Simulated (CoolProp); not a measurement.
Vapour-liquid equilibrium of carbon dioxide (1) + R143a (2) at 244.9 K; x and y are mole fractions of (1).

Model: multi-fluid Helmholtz-energy mixture model, Span 1996 and Lemmon and Jacobsen 2000; pair parameters Bell 2016, in CoolProp.

```
x      bubble pressure, mixture model (MPa)  bubble pressure, Raoult's law (MPa)  y, mixture model  y, Raoult's law
-----  ------------------------------------  -----------------------------------  ----------------  ---------------
0.05                                 0.2833                               0.2945             0.214            0.257
0.125                                0.3756                               0.3908             0.442            0.484
0.2                                  0.4787                               0.4870             0.593            0.622
0.275                                0.5875                               0.5832             0.693            0.714
0.35                                 0.6973                               0.6795             0.763            0.780
0.425                                0.8043                               0.7757             0.813            0.829
0.5                                  0.9065                               0.8719             0.850            0.868
0.575                                 1.003                               0.9682             0.880            0.899
0.65                                  1.095                                1.064             0.904            0.924
0.725                                 1.183                                1.161             0.925            0.945
0.8                                   1.270                                1.257             0.945            0.963
0.875                                 1.358                                1.353             0.965            0.979
0.95                                  1.449                                1.449             0.985            0.992
```

The largest gap from Raoult's law is +4.0 % in bubble pressure, at x = 0.5. No azeotrope shows between x = 0.05 and 0.95.

The pair parameters rest on a limited set of measurements; away from them the model extrapolates. The gap from Raoult's law changes sign with composition, which may be real or a fault of the pair parameters; it wasn't checked against measurements.
